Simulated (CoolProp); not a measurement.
Vapour-liquid equilibrium of R143a (1) + R236FA (2) at 23.05 °C; x and y are mole fractions of (1).

Values from CoolProp's multi-fluid Helmholtz-energy mixture model, Lemmon and Jacobsen 2000 and Pan 2012; pair parameters Bell 2016.

| x | bubble pressure, mixture model (MPa) | bubble pressure, Raoult's law (MPa) | y, mixture model | y, Raoult's law |
|---|---|---|---|---|
| 0.05 | 0.2910 | 0.3019 | 0.157 | 0.199 |
| 0.125 | 0.3476 | 0.3727 | 0.336 | 0.402 |
| 0.2 | 0.4069 | 0.4435 | 0.470 | 0.541 |
| 0.275 | 0.4688 | 0.5143 | 0.574 | 0.641 |
| 0.35 | 0.5333 | 0.5851 | 0.657 | 0.717 |
| 0.425 | 0.6003 | 0.6559 | 0.725 | 0.777 |
| 0.5 | 0.6698 | 0.7267 | 0.781 | 0.825 |
| 0.575 | 0.7418 | 0.7975 | 0.828 | 0.864 |
| 0.65 | 0.8162 | 0.8683 | 0.868 | 0.897 |
| 0.725 | 0.8932 | 0.9391 | 0.902 | 0.925 |
| 0.8 | 0.9726 | 1.010 | 0.933 | 0.950 |
| 0.875 | 1.055 | 1.081 | 0.960 | 0.971 |
| 0.95 | 1.140 | 1.152 | 0.985 | 0.989 |

The largest gap from Raoult's law is -8.9 % in bubble pressure, at x = 0.35. No azeotrope shows between x = 0.05 and 0.95.

The pair parameters rest on a limited set of measurements; away from them the model extrapolates.
